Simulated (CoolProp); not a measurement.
Isobutene along the isobar 19.9 bar: density (kg/m³) from the reference equation and from simpler models built on Tc = 144.9 °C, pc = 40.16 bar, ω = 0.193; each cubic takes its own stable root.

Model: reference Helmholtz-energy equation of state, Lemmon 2005, in CoolProp. It is a short technical equation, of lower accuracy than the large ones.

```json
[
 {"T (°C)": "-125.75", "phase": "liquid", "reference": "752.3", "Redlich-Kwong": "682.3", "Peng-Robinson": "766.5"},
 {"T (°C)": "-118.85", "phase": "liquid", "reference": "745.2", "Redlich-Kwong": "677.4", "Peng-Robinson": "762.0"},
 {"T (°C)": "-111.95", "phase": "liquid", "reference": "738.2", "Redlich-Kwong": "672.4", "Peng-Robinson": "757.3"},
 {"T (°C)": "-105.05", "phase": "liquid", "reference": "731.2", "Redlich-Kwong": "667.1", "Peng-Robinson": "752.5"},
 {"T (°C)": "-98.15", "phase": "liquid", "reference": "724.2", "Redlich-Kwong": "661.8", "Peng-Robinson": "747.6"},
 {"T (°C)": "-91.35", "phase": "liquid", "reference": "717.3", "Redlich-Kwong": "656.3", "Peng-Robinson": "742.5"},
 {"T (°C)": "-84.45", "phase": "liquid", "reference": "710.3", "Redlich-Kwong": "650.7", "Peng-Robinson": "737.2"},
 {"T (°C)": "-77.55", "phase": "liquid", "reference": "703.3", "Redlich-Kwong": "644.8", "Peng-Robinson": "731.7"},
 {"T (°C)": "-70.65", "phase": "liquid", "reference": "696.2", "Redlich-Kwong": "638.8", "Peng-Robinson": "726.1"},
 {"T (°C)": "-63.75", "phase": "liquid", "reference": "689.2", "Redlich-Kwong": "632.6", "Peng-Robinson": "720.2"},
 {"T (°C)": "-56.85", "phase": "liquid", "reference": "682.1", "Redlich-Kwong": "626.3", "Peng-Robinson": "714.1"}
]
```
